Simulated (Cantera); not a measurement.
Pyrogenic steam for wet oxidation

An isothermal, constant-pressure homogeneous reactor starts with 10.5 % H2, 15.7 % O2, 73.8 % N2, equivalence ratio 0.34, at 1350 K and 0.240 bar.

Computed with Cantera and the H2/O2 subset of GRI-Mech 3.0, which has no nitrogen chemistry. The temperature is held fixed by assumption; the heat of reaction is taken as removed at once.

| t (s) | x H2 | x O2 | x HO2 | x H2O | x H2O2 | x OH | x O |
|---|---|---|---|---|---|---|---|
| 5.00e-5 | 0.105 | 0.157 | 3.55e-7 | 1.31e-5 | 2.46e-9 | 2.34e-6 | 3.28e-6 |
| 0.000211 | 0.00834 | 0.106 | 1.36e-5 | 0.0797 | 1.04e-6 | 0.00563 | 0.0204 |
| 0.000889 | 0.00222 | 0.109 | 1.27e-5 | 0.105 | 9.90e-7 | 0.00286 | 0.00427 |
| 0.00375 | 0.000118 | 0.110 | 3.12e-6 | 0.111 | 2.48e-7 | 0.000641 | 0.000215 |
| 0.0158 | 8.10e-6 | 0.110 | 3.33e-7 | 0.111 | 4.29e-8 | 0.000175 | 1.57e-5 |
| 0.0667 | 1.11e-6 | 0.110 | 5.84e-8 | 0.111 | 8.77e-9 | 6.63e-5 | 2.27e-6 |
| 0.281 | 2.47e-7 | 0.110 | 2.74e-8 | 0.111 | 2.35e-9 | 3.14e-5 | 5.11e-7 |
| 1.19 | 1.41e-7 | 0.110 | 2.69e-8 | 0.111 | 1.44e-9 | 2.37e-5 | 2.90e-7 |
| 5.00 | 1.40e-7 | 0.110 | 2.69e-8 | 0.111 | 1.43e-9 | 2.36e-5 | 2.88e-7 |
x: mole fraction; the columns are a selection and need not sum to one.

Equilibrium at this temperature and pressure: H2 1.40e-7, O2 0.110, HO2 2.69e-8, H2O 0.111, H2O2 1.43e-9, OH 2.36e-5, O 2.88e-7 (gas phase only).
